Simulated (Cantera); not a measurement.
Feed: 1 mol PbO, 0.013 mol O2, 3.9 mol H2, equilibrated at 2.00 bar.

These are equilibrium values from Cantera (NASA tables, ideal gas, pure condensed phases), not measurements of a reactor. Candidate condensed phases: H2O, Pb, PbO, PbO2, Pb3O4; 12 gas species. Rates play no part.

Problem. At 1248 K, list the 3 most abundant gas species with their mole fractions, and the condensed phases.

Solution. H2 0.736, H2O 0.263, Pb 0.000650. Condensed: Pb(l).
